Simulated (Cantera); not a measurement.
A freely propagating, adiabatic, planar premixed flame of CH₄ : O₂ : N₂ = 1 : 2 : 9 (molar parts), equivalence ratio 1.0, unburnt at 375 K and 0.859 atm; mixture-averaged transport, grid criteria slope 0.08 and curve 0.16, no radiation.

Detailed kinetics in Cantera: GRI-Mech 3.0 (53 species, 325 reactions). Burning velocities carry a grid error of a few per cent, more on coarse grids.

Problem. What does this change do: inlet temperature 375 to 550 K?

Solution. 
```json
[
 {"quantity": "laminar burning velocity", "before": "40.0 cm/s", "after": "85.2 cm/s"},
 {"quantity": "thermal thickness", "before": "0.593 mm", "after": "0.478 mm"},
 {"quantity": "peak x(OH)", "before": "0.00564", "after": "0.00721"},
 {"quantity": "peak x(C₂H)", "before": "8.35e-8", "after": "1.70e-7"},
 {"quantity": "peak x(CH₂CO)", "before": "8.21e-5", "after": "0.000101"},
 {"quantity": "peak x(C₂H₂)", "before": "7.92e-5", "after": "0.000107"}
]
```

Problem. What does this change do: N2 9 to 12 parts?

Solution. 
| quantity | before | after |
|---|---|---|
| laminar burning velocity | 40.0 cm/s | 18.4 cm/s |
| thermal thickness | 0.593 mm | 1.05 mm |
| peak x(OH) | 0.00564 | 0.00259 |
| peak x(C₂H) | 8.35e-8 | 1.80e-8 |
| peak x(CH₂CO) | 8.21e-5 | 5.81e-5 |
| peak x(C₂H₂) | 7.92e-5 | 4.48e-5 |

Problem. What does this change do: inlet temperature 375 to 675 K?

Solution. 
```json
[
 {"quantity": "laminar burning velocity", "before": "40.0 cm/s", "after": "134 cm/s"},
 {"quantity": "thermal thickness", "before": "0.593 mm", "after": "0.421 mm"},
 {"quantity": "peak x(OH)", "before": "0.00564", "after": "0.00848"},
 {"quantity": "peak x(C₂H)", "before": "8.35e-8", "after": "2.83e-7"},
 {"quantity": "peak x(CH₂CO)", "before": "8.21e-5", "after": "0.000118"},
 {"quantity": "peak x(C₂H₂)", "before": "7.92e-5", "after": "0.000135"}
]
```
